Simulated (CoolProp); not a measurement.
R365MFC along the isotherm 362.4 K: Z from the reference equation and from simpler models built on Tc = 460.0 K, pc = 3.266 MPa, ω = 0.377; each cubic takes its own stable root.

Computed with CoolProp (reference Helmholtz-energy equation of state, Lemmon 2016).

| p (MPa) | phase | reference |
|---|---|---|
| 0.35 | gas | 0.9030 |
| 0.7 | liquid | 0.03109 |
| 1.05 | liquid | 0.04655 |
| 1.4 | liquid | 0.06196 |
| 1.75 | liquid | 0.07732 |
| 2.1 | liquid | 0.09262 |
| 2.45 | liquid | 0.1079 |
| 2.8 | liquid | 0.1231 |
| 3.15 | liquid | 0.1383 |
| 3.5 | liquid | 0.1534 |
| 3.85 | liquid | 0.1685 |
| 4.2 | liquid | 0.1835 |
| 4.55 | liquid | 0.1985 |
| 4.9 | liquid | 0.2135 |

Problem. How far does each simpler model (Redlich-Kwong, Peng-Robinson) lie from the reference over these 14 states: mean and median of the absolute difference, and the worst?

Solution. 
- Redlich-Kwong: mean 198.5 %, median 15.7 %, worst +2587.0 % at 362.4 K and 0.7 MPa
- Peng-Robinson: mean 3.5 %, median 3.7 %, worst -4.1 % at 362.4 K and 4.9 MPa

At some of these states Redlich-Kwong gives the other phase, because its saturation line lies elsewhere.
